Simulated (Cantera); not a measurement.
Mixture: 10.5 % CH4, 0.794 % C2H6, 15.8 % O2, 59.4 % N2, 13.6 % H2O, at 3.85 atm, adiabatic and at constant pressure. Ignition delay is the time to a rise of 400 K.

Computed with Cantera and GRI-Mech 3.0 (53 species, 325 reactions).

Task: Predict: delay at 1298 K; delay at 1348 K; delay at 1398 K; delay at 1448 K; delay at 1498 K; delay at 1548 K; delay at 1598 K; apparent activation energy between 1498 and 1598 K.

Result: 
```json
{
  "delay at 1298 K": "1.39 ms",
  "delay at 1348 K": "0.885 ms",
  "delay at 1398 K": "0.560 ms",
  "delay at 1448 K": "0.353 ms",
  "delay at 1498 K": "0.223 ms",
  "delay at 1548 K": "0.142 ms",
  "delay at 1598 K": "91.5 µs",
  "apparent activation energy between 1498 and 1598 K": "180 kJ/mol"
}
```
